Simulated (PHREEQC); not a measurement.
Consider water at 25 °C with 7 mmol/kgw HCl, 4.4 mmol/kgw CuSO4 and 3.4 mmol/kgw NiSO4. Closed to the air; pH follows from the charge balance.

Equilibrium calculation in PHREEQC: ion-association model, wateq4f.dat.

No solid was allowed to form.

### Question
What pH does the model give?

### Answer
pH 2.31.

### Question
In which forms is S present?

### Answer
SO4-2 61 %, HSO4- 18 %, CuSO4 12 %, NiSO4 8.9 % of the S.

Species that the database lacks are ignored.
